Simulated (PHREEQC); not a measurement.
A solution holds 0.00065 mol/kgw CaSO4, 0.00011 mol/kgw NaF and 6.1e-05 mol/kgw MgSO4, at 70 °C. Closed to the air; pH follows from the charge balance.

Equilibrium calculation in PHREEQC: ion-association model, wateq4f.dat.

| quantity | before | after |
|---|---|---|
| pH | 6.49 | 5.34 |
| ionic strength (mol/kgw) | 0.00264 | 0.00265 |
| SO4-2 (mol/kgw) | 0.000633 | 0.000633 |
| Ca+2 (mol/kgw) | 0.000584 | 0.000584 |
| CaSO4 (mol/kgw) | 6.53e-5 | 6.53e-5 |
| Mg+2 (mol/kgw) | 4.83e-5 | 4.83e-5 |
| SI of Fluorite (CaF2) | -1.07 | -1.03 |
| SI of Gypsum (CaSO4:2H2O) | -1.95 | -1.95 |

Name the change that produced these shifts.
A. 7.2e-06 mol/kgw HF added
B. 6.3e-05 mol/kgw KOH added
C. temperature from 70 to 60 °C
D. diluted 10-fold with water

A, 7.2e-06 mol/kgw HF added

Precipitation was switched off in this run. At this temperature some constants are extrapolated from 25 °C, and those without enthalpy data are left unchanged.
